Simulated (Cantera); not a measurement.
An adiabatic, constant-pressure homogeneous reactor starts with 13.4 % CH₃OH, 18.2 % O₂, 68.5 % N₂, equivalence ratio 1.1, at 1550 K and 11.8 atm.

Computed with Cantera and GRI-Mech 3.0 (53 species, 325 reactions). GRI-Mech 3.0 was tuned for natural gas; its chemistry of methanol as a main component is partial and can be far from experiment. The pressure lies above the range GRI-Mech 3.0 was tuned for (to about 10 atm).

Q: Predict: time of steepest temperature rise; temperature at 1.00 s; equilibrium temperature; x(O₂) at 1.00 s; x(O) at 1.00 s; x(H₂O) at 1.00 s; x(H) at 1.00 s.

A: 
```
Quantity                                                             Value
---------------------------------  ---------------------------------------
time of steepest temperature rise                                  17.0 µs
temperature at 1.00 s                                               2915 K
equilibrium temperature                                             2915 K
x(O₂) at 1.00 s                    0.00996 (gas-phase equilibrium 0.00996)
x(O) at 1.00 s                     0.00243 (gas-phase equilibrium 0.00243)
x(H₂O) at 1.00 s                       0.209 (gas-phase equilibrium 0.209)
x(H) at 1.00 s                     0.00500 (gas-phase equilibrium 0.00500)
```
